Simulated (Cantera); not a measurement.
An isothermal, constant-pressure homogeneous reactor starts with CO : O2 : H2O : N2 = 0.026 : 0.014 : 0.024 : 1 (molar parts), at 1500 K and 5.00 bar.

Cantera simulation using GRI-Mech 3.0 (53 species, 325 reactions); the numbers are that mechanism's predictions, not measurements.

### Question
Predict: x(CO) at 3.00 s; x(O2) at 3.00 s; x(H2O) at 3.00 s; x(HO2) at 3.00 s; x(H) at 3.00 s; x(CO2) at 3.00 s.

### Answer
```
Property                                              Value
----------------  -----------------------------------------
x(CO) at 3.00 s     1.77e-6 (gas-phase equilibrium 1.81e-6)
x(O2) at 3.00 s   0.000949 (gas-phase equilibrium 0.000907)
x(H2O) at 3.00 s      0.0228 (gas-phase equilibrium 0.0228)
x(HO2) at 3.00 s    2.42e-9 (gas-phase equilibrium 2.34e-9)
x(H) at 3.00 s      6.30e-9 (gas-phase equilibrium 6.37e-9)
x(CO2) at 3.00 s      0.0247 (gas-phase equilibrium 0.0247)
```
